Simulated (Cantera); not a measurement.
Charge: 1 mol c-C4F8, 0.039 mol F2, held at 2.50 Pa.

Cantera equilibrium calculation (NASA polynomials, part measured and part estimated; ideal gas, pure solids and liquids). Candidate condensed phases: C; 13 gas species. The feed counts by its element totals alone. Gases not in the tables: C2F6 and larger saturated fluorocarbons. Rates play no part.

x: gas mole fraction; n: condensed amount in mol.

| T (°C) | x CF4 | x F | x CF2 | x CF | x CF3 | x C3 | x C | n C(graphite) |
|---|---|---|---|---|---|---|---|---|
| 752 | 1.00 | 4.40e-8 | 2.48e-7 | <1e-12 | 9.38e-8 | <1e-12 | <1e-12 | 1.98 |
| 852 | 1.000 | 1.19e-6 | 4.71e-6 | 2.09e-12 | 1.01e-6 | <1e-12 | <1e-12 | 1.98 |
| 952 | 1.000 | 1.88e-5 | 5.50e-5 | 1.46e-10 | 7.42e-6 | <1e-12 | <1e-12 | 1.98 |
| 1052 | 0.999 | 0.000195 | 0.000441 | 5.38e-9 | 4.00e-5 | <1e-12 | <1e-12 | 1.98 |
| 1152 | 0.996 | 0.00147 | 0.00262 | 1.19e-7 | 0.000170 | <1e-12 | <1e-12 | 1.98 |
| 1252 | 0.979 | 0.00841 | 0.0122 | 1.73e-6 | 0.000588 | <1e-12 | ? | 1.97 |
| 1352 | 0.914 | 0.0385 | 0.0456 | 1.79e-5 | 0.00168 | 1.21e-11 | ? | 1.95 |
| 1452 | 0.721 | 0.141 | 0.134 | 0.000134 | 0.00370 | 4.18e-10 | ? | 1.90 |
| 1552 | 0.339 | 0.392 | 0.264 | 0.000702 | 0.00497 | 9.73e-9 | ? | 1.85 |
| 1652 | 0.0453 | 0.701 | 0.249 | 0.00221 | 0.00238 | 1.62e-7 | ? | 2.26 |
| 1752 | 0.00211 | 0.867 | 0.126 | 0.00455 | 0.000478 | 2.04e-6 | ? | 3.05 |
| 1852 | 8.37e-5 | 0.938 | 0.0539 | 0.00777 | 7.95e-5 | 2.00e-5 | ? | 3.53 |

Q: Complete the blanks.

A: 
- 1252, x C: 1.77e-12
- 1352, x C: 5.78e-11
- 1452, x C: 1.26e-9
- 1552, x C: 1.95e-8
- 1652, x C: 2.27e-7
- 1752, x C: 2.07e-6
- 1852, x C: 1.53e-5
